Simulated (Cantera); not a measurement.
## Stirred combustor or abatement burner

A perfectly stirred reactor is fed with CO : H2 : O2 : N2 = 1 : 0.8 : 2 : 7.52 (molar parts), equivalence ratio 0.45, at 0.220 bar; it is adiabatic with a 573 K inlet, and is followed from long to short residence time, starting on the burning branch (τ in s: 0.092, 0.04, 0.018, 0.0078, 0.0034, 0.0015, 0.00065, 0.00029, 0.00013, 5.5e-05, 2.4e-05, 1.1e-05, 4.6e-06).

Detailed kinetics in Cantera: GRI-Mech 3.0 (53 species, 325 reactions).

| τ (s) | T (K) | x CO | x H2 | x O2 | x H | x OH | x N2O |
|---|---|---|---|---|---|---|---|
| 0.092 | 1767 | 0.00369 | 0.000731 | 0.105 | 0.000573 | 0.00361 | 1.47e-7 |
| 0.040 | 1732 | 0.00575 | 0.00117 | 0.106 | 0.00122 | 0.00433 | 1.22e-7 |
| 0.018 | 1682 | 0.00841 | 0.00176 | 0.106 | 0.00240 | 0.00491 | 1.00e-7 |
| 0.0078 | 1611 | 0.0119 | 0.00255 | 0.107 | 0.00459 | 0.00522 | 8.08e-8 |
| 0.0034 | 1518 | 0.0166 | 0.00347 | 0.108 | 0.00801 | 0.00506 | 6.53e-8 |
| 0.0015 | 1399 | 0.0247 | 0.00450 | 0.112 | 0.0122 | 0.00428 | 5.23e-8 |
| 0.00065 | 1225 | 0.0443 | 0.00724 | 0.124 | 0.0141 | 0.00285 | 3.43e-8 |
| 0.00029 | 573 | 0.0883 | 0.0707 | 0.177 | <1e-12 | <1e-12 | <1e-12 |
| 0.00013 | 573 | 0.0883 | 0.0707 | 0.177 | <1e-12 | <1e-12 | <1e-12 |
| 5.5e-5 | 573 | 0.0883 | 0.0707 | 0.177 | <1e-12 | <1e-12 | <1e-12 |
| 2.4e-5 | 573 | 0.0883 | 0.0707 | 0.177 | <1e-12 | <1e-12 | <1e-12 |
| 1.1e-5 | 573 | 0.0883 | 0.0707 | 0.177 | <1e-12 | <1e-12 | <1e-12 |
| 4.6e-6 | 573 | 0.0883 | 0.0707 | 0.177 | <1e-12 | <1e-12 | <1e-12 |
x: mole fraction; the columns are a selection and need not sum to one.
